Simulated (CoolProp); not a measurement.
Fluorine along the isotherm -108.95 °C: fugacity coefficient from the reference equation and from simpler models built on Tc = -128.7 °C, pc = 52.40 bar, ω = 0.045; each cubic takes its own stable root.

The numbers come from the reference Helmholtz-energy equation of state, de Reuck 1990 in CoolProp.

```csv
p (bar),phase,reference
0.414,gas,0.9983
0.851,gas,0.9965
1.75,gas,0.9928
3.59,gas,0.9852
7.37,gas,0.9695
15.1,gas,0.9376
31.1,gas,0.8720
63.8,supercritical,0.7426
131,supercritical,0.5275
```

Problem. How far does each simpler model (van der Waals, Redlich-Kwong, Peng-Robinson) lie from the reference over these 9 states: mean and median of the absolute difference, and the worst?

Solution. 
- van der Waals: mean 0.1 %, median 0.0 %, worst -0.4 % at -108.95 °C and 131 bar
- Redlich-Kwong: mean 0.3 %, median 0.1 %, worst -1.1 % at -108.95 °C and 63.8 bar
- Peng-Robinson: mean 1.5 %, median 0.6 %, worst -4.9 % at -108.95 °C and 131 bar
